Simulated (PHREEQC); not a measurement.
A made-up water analysis in mg/L, 25 °C, pH 6.36, pe 2: Na 0.0462; K 0.00104; Ca 0.00811; Mg 0.014; Cl 0.0971; S(6) as SO4 0.0191; Alkalinity as HCO3 0.033; F 0.00214; Br 2.9e-05; B 0.000753; Mn(2) 0.000187; Fe(2) 0.000559.

Valence states are taken as typed.

Model: ion-association model, phreeqc.dat, run in PHREEQC.

```csv
quantity,before,after
ionic strength (mol/kgw),5.13e-6,1.45e-5
HCO3- (mol/kgw),9.55e-7,2.04e-6
CO2 (mol/kgw),9.35e-7,1.99e-6
CO3-2 (mol/kgw),1.03e-10,2.22e-10
SI of Siderite (FeCO3),-7.10,-6.30
SI of Rhodochrosite (MnCO3),-7.33,-6.53
```

Problem. What was changed between the two runs?
A. all concentrations times 3 at the same typed pH
B. Br from 2.9e-05 to 8.7e-05 mg/L
C. pH from 6.36 to 5.86 at the same alkalinity
D. pH from 6.36 to 5.5 at the same alkalinity

Solution. A, all concentrations times 3 at the same typed pH

This is a speciation only: nothing precipitates in the calculation. Real BF4- forms and hydrolyses slowly; the run takes it at equilibrium. Fluoro complexes past AlF4- and FeF3 are missing from the database.
